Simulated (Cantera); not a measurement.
## Low-pressure radical oxidation in H2/O2

A perfectly stirred reactor is fed with 1.77 % H2, 98.2 % O2, equivalence ratio 0.0090, at 2670 Pa; it is held at 1350 K, and followed from long to short residence time.

Computed with Cantera and the H2/O2 subset of GRI-Mech 3.0, which has no nitrogen chemistry. Radical loss at walls, strong at low pressure, is not modelled.

```
τ (s)        x H2   x O2       x O   x H2O2      x OH    x H2O
-------  --------  -----  --------  -------  --------  -------
3.4       1.61e-5  0.981  0.000810  1.47e-8  0.000498   0.0176
0.73      3.98e-5  0.980   0.00212  2.35e-8  0.000808   0.0173
0.16      9.41e-5  0.977   0.00494  3.34e-8   0.00124   0.0170
0.034    0.000226  0.972   0.00923  4.30e-8   0.00175   0.0164
0.0073   0.000623  0.969    0.0121  5.56e-8   0.00228   0.0155
0.0016    0.00207  0.969    0.0116  8.08e-8   0.00301   0.0135
0.00033   0.00752  0.973   0.00691  9.34e-8   0.00325  0.00803
```
x: mole fraction; the columns are a selection and need not sum to one.
